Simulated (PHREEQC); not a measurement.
Consider water at 25 °C with 160 mmol/kgw HF, 2 mmol/kgw KF and 2.6 mmol/kgw H2SO4. Closed to the air; pH follows from the charge balance.

Equilibrium calculation in PHREEQC: ion-association model, phreeqc.dat.

Q: The ionic strength comes out as 0.0183 mol/kgw. What activity coefficients do KSO4-, HSO4-, K+, F-, SO4-2 get?

A: KSO4- 0.88, HSO4- 0.87, K+ 0.87, F- 0.87, SO4-2 0.59.

No solid was allowed to form.
